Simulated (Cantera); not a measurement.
A closed system holds: 1 mol PbO, a varied amount of CH4, 1.8 mol H2, held at 1575 K and 443 Torr.

These are equilibrium values from Cantera (NASA tables, ideal gas, pure condensed phases), not measurements of a reactor. Candidate condensed phases: C, C6H6, C7H8, C8H18, H2O, Pb, PbO, PbO2, Pb3O4; 113 gas species. Equilibrium is a limit: real reactors are often held back by kinetics, nucleation or transport.

**Question.** Which condensed phases are stable at each of these points (n(CH4) (mol)): 0.71, 0.94, 1.3, 1.7, 2.2, 2.9, 3.9?

**Answer.** 
```csv
n(CH4) (mol),condensed phases,Pb condensed (%)
0.71,Pb(l),64.5
0.94,Pb(l),58.2
1.3,C(graphite) + Pb(l),51.2
1.7,C(graphite) + Pb(l),44.0
2.2,C(graphite) + Pb(l),34.9
2.9,C(graphite) + Pb(l),22.3
3.9,C(graphite) + Pb(l),4.2
```

From 0.71 mol CH4 to 0.94 mol CH4 the condensed part is Pb(l). From 1.3 mol CH4 to 3.9 mol CH4 the condensed part is C(graphite) + Pb(l).
